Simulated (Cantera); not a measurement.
A freely propagating, adiabatic, planar premixed flame of H₂ : O₂ : N₂ = 1 : 0.227 : 0.855 (molar parts), equivalence ratio 2.2, unburnt at 300 K and 3750 Torr; mixture-averaged transport, grid criteria slope 0.08 and curve 0.16, no radiation.

Model: the H2/O2 subset of GRI-Mech 3.0, which has no nitrogen chemistry, integrated in Cantera. The hydrogen kinetics of GRI-Mech 3.0 are dated; newer H2 mechanisms differ, most at raised pressure. Burning velocities carry a grid error of a few per cent, more on coarse grids.

### Question
Predict: laminar burning velocity; thermal thickness; peak x(O); peak x(HO₂); peak x(H).

### Answer
| Item | Value |
|---|---|
| laminar burning velocity | 259 cm/s |
| thermal thickness | 0.0474 mm |
| peak x(O) | 0.00112 |
| peak x(HO₂) | 0.00108 |
| peak x(H) | 0.0336 |
